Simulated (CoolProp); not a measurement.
A single-stage vapour-compression cycle with the fluid: evaporating at 317.15 K (dew point), condensing at 364.15 K (bubble point), superheat 2 K, subcooling 8 K, compressor efficiency 0.9, no pressure losses. The same conditions are run with several fluids, on thermodynamics alone (safety and materials aside).

Values from CoolProp's reference Helmholtz-energy equation of state of each fluid (isohexane: Lemmon 2006; n-hexane: Thol 2019; 1,2-dichloroethane: Thol 2015; neopentane: Lemmon 2006; n-butane: Bücker 2006; R245ca: Zhou 2016).

Q: Rank isohexane, n-hexane, 1,2-dichloroethane, neopentane, n-butane, R245ca by cooling COP, highest first.

A: 1,2-dichloroethane (5.61), n-hexane (5.22), isohexane (5.16), R245ca (5.07), n-butane (4.90), neopentane (4.78)

```json
[
 {"fluid": "isohexane", "pressure ratio": "4.19", "discharge temperature (K)": "364.1", "refrigerating effect (kJ/kg)": "243", "volumetric capacity (kJ/m³)": "479"},
 {"fluid": "n-hexane", "pressure ratio": "4.48", "discharge temperature (K)": "364.2", "refrigerating effect (kJ/kg)": "261", "volumetric capacity (kJ/m³)": "378"},
 {"fluid": "1,2-dichloroethane", "pressure ratio": "5.21", "discharge temperature (K)": "381.6", "refrigerating effect (kJ/kg)": "295", "volumetric capacity (kJ/m³)": "271"},
 {"fluid": "neopentane", "pressure ratio": "3.09", "discharge temperature (K)": "364.1", "refrigerating effect (kJ/kg)": "190", "volumetric capacity (kJ/m³)": "1730"},
 {"fluid": "n-butane", "pressure ratio": "3.02", "discharge temperature (K)": "364.1", "refrigerating effect (kJ/kg)": "239", "volumetric capacity (kJ/m³)": "2480"},
 {"fluid": "R245ca", "pressure ratio": "3.79", "discharge temperature (K)": "364.1", "refrigerating effect (kJ/kg)": "138", "volumetric capacity (kJ/m³)": "1480"}
]
```

The compression ends wet for: isohexane; n-hexane; neopentane; n-butane; R245ca.
